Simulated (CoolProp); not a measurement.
C3F8 (R218) at several states: fugacity coefficient from the reference equation and from simpler models built on Tc = 345.0 K, pc = 2640 kPa, ω = 0.317; each cubic takes its own stable root.

Computed with CoolProp (reference Helmholtz-energy equation of state, Lemmon 2006). It is a short technical equation, of lower accuracy than the large ones.

```csv
T (K),p (kPa),phase,reference
372,180,gas,0.9830
322.5,14300,liquid,0.1658
425,47.3,gas,0.9973
387,20.5,gas,0.9983
203.3,2700,liquid,0.007325
```

### Question
How far does each simpler model (Redlich-Kwong, Soave-Redlich-Kwong) lie from the reference over these 5 states: mean and median of the absolute difference, and the worst?

### Answer
- Redlich-Kwong: mean 36.1 %, median 0.2 %, worst +164.7 % at 203.3 K and 2700 kPa
- Soave-Redlich-Kwong: mean 1.3 %, median 0.1 %, worst +6.3 % at 322.5 K and 14300 kPa
